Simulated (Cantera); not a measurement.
An adiabatic, constant-volume homogeneous reactor starts with 10.2 % CH4, 0.399 % H2, 18.8 % O2, 70.6 % N2, at 1098 K and 5.50 bar.

Cantera simulation using GRI-Mech 3.0 (53 species, 325 reactions); the numbers are that mechanism's predictions, not measurements.

One state of this run: T (K) = 2946; P (bar) = 15.3; x CH4 = <1e-12; x H2 = 0.0194; x O2 = 0.00720; x O = 0.00204; x H = 0.00478; x OH = 0.0135. x: mole fraction; the columns are a selection and need not sum to one.

Question: Which value of t (s) does it belong to?
A) 0.00474
B) 0.597
C) 3.76e-5
D) 0.00141

Answer: B, 0.597
